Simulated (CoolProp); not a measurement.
Computed with CoolProp (reference Helmholtz-energy equation of state, Wagner 2002).

Q: Give the vapour pressure (bar), liquid density (kg/m³), vapour density (kg/m³), vapour viscosity (µPa s) of saturated water at 128.65, 236.05, 262.95 °C.

A: 
| T (°C) | p (bar) | liquid density (kg/m³) | vapour density (kg/m³) | vapour viscosity (µPa s) |
|---|---|---|---|---|
| 128.65 | 2.60 | 936 | 1.44 | 13.2 |
| 236.05 | 31.2 | 819 | 15.6 | 16.9 |
| 262.95 | 49.2 | 779 | 24.9 | 17.9 |

Viscosity comes from a separate model (Huber 2009).
